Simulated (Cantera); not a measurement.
A freely propagating, adiabatic, planar premixed flame of CH₄ : CO : O₂ : N₂ = 1 : 0.66 : 1.79 : 6.74 (molar parts), equivalence ratio 1.3, unburnt at 600 K and 7.99 atm; mixture-averaged transport, grid criteria slope 0.08 and curve 0.16, no radiation.

Detailed kinetics in Cantera: GRI-Mech 3.0 (53 species, 325 reactions). Burning velocities carry a grid error of a few per cent, more on coarse grids.

Question: Predict: laminar burning velocity; thermal thickness; peak x(H₂).

Answer: 
```
Property                      Value
------------------------  ---------
laminar burning velocity  56.9 cm/s
thermal thickness         0.0742 mm
peak x(H₂)                   0.0288
```
